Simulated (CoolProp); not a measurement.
Vapour-liquid equilibrium of n-heptane (1) + o-xylene (2) at 68.65 °C; x and y are mole fractions of (1).

Values from CoolProp's multi-fluid Helmholtz-energy mixture model, Span 2003 and Zhou 2012; pair parameters Bell 2016.

```json
[
 {"x": "0.05", "bubble pressure, mixture model (kPa)": "10.31", "bubble pressure, Raoult's law (kPa)": "9.501", "y, mixture model": "0.263", "y, Raoult's law": "0.203"},
 {"x": "0.15", "bubble pressure, mixture model (kPa)": "14.44", "bubble pressure, Raoult's law (kPa)": "12.56", "y, mixture model": "0.523", "y, Raoult's law": "0.461"},
 {"x": "0.25", "bubble pressure, mixture model (kPa)": "17.99", "bubble pressure, Raoult's law (kPa)": "15.63", "y, mixture model": "0.655", "y, Raoult's law": "0.618"},
 {"x": "0.35", "bubble pressure, mixture model (kPa)": "21.15", "bubble pressure, Raoult's law (kPa)": "18.69", "y, mixture model": "0.739", "y, Raoult's law": "0.723"},
 {"x": "0.45", "bubble pressure, mixture model (kPa)": "24.03", "bubble pressure, Raoult's law (kPa)": "21.76", "y, mixture model": "0.799", "y, Raoult's law": "0.799"},
 {"x": "0.55", "bubble pressure, mixture model (kPa)": "26.74", "bubble pressure, Raoult's law (kPa)": "24.82", "y, mixture model": "0.846", "y, Raoult's law": "0.856"},
 {"x": "0.65", "bubble pressure, mixture model (kPa)": "29.36", "bubble pressure, Raoult's law (kPa)": "27.88", "y, mixture model": "0.886", "y, Raoult's law": "0.900"},
 {"x": "0.75", "bubble pressure, mixture model (kPa)": "31.95", "bubble pressure, Raoult's law (kPa)": "30.95", "y, mixture model": "0.921", "y, Raoult's law": "0.936"},
 {"x": "0.85", "bubble pressure, mixture model (kPa)": "34.56", "bubble pressure, Raoult's law (kPa)": "34.01", "y, mixture model": "0.954", "y, Raoult's law": "0.965"},
 {"x": "0.95", "bubble pressure, mixture model (kPa)": "37.24", "bubble pressure, Raoult's law (kPa)": "37.07", "y, mixture model": "0.985", "y, Raoult's law": "0.989"}
]
```

The largest gap from Raoult's law is +15.1 % in bubble pressure, at x = 0.25. No azeotrope shows between x = 0.05 and 0.95.

Pair parameters are fitted to limited data, so mixtures are less certain than the pure fluids.
